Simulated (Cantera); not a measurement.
**Carbon deposition, reforming and gasification: C₂H₆ + O₂**

Feed: 1 mol C₂H₆, a varied amount of O₂, at 948.15 K and 41.0 bar.

These are equilibrium values from Cantera (NASA tables, ideal gas, pure condensed phases), not measurements of a reactor. Candidate condensed phases: C, C₆H₆, C₇H₈, C₈H₁₈, H₂O; 110 gas species. The ideal-gas law is rough above about 30 bar. Rates play no part.

```tsv
n(O₂) (mol)	x CH₄	x H₂	x H₂O	x CO₂	x CO	n C(graphite)
0.012	0.676	0.310	0.0123	7.13e-5	0.000998	0.787
0.019	0.670	0.309	0.0192	0.000177	0.00157	0.792
0.028	0.662	0.307	0.0279	0.000378	0.00230	0.798
0.042	0.650	0.304	0.0410	0.000830	0.00341	0.807
0.064	0.632	0.300	0.0605	0.00186	0.00510	0.820
0.096	0.608	0.294	0.0868	0.00397	0.00745	0.836
0.14	0.576	0.286	0.119	0.00790	0.0105	0.855
0.22	0.525	0.273	0.169	0.0174	0.0156	0.878
0.33	0.466	0.258	0.221	0.0337	0.0217	0.891
```
x: gas mole fraction; n: condensed amount in mol.

From 0.012 mol O₂ to 0.33 mol O₂ the condensed part is C(graphite). The main C-bearing gas is CH₄ throughout. The share of C in condensed phases is highest at 0.33 mol O₂ (44.6 %) and lowest at 0.012 mol O₂ (39.3 %).
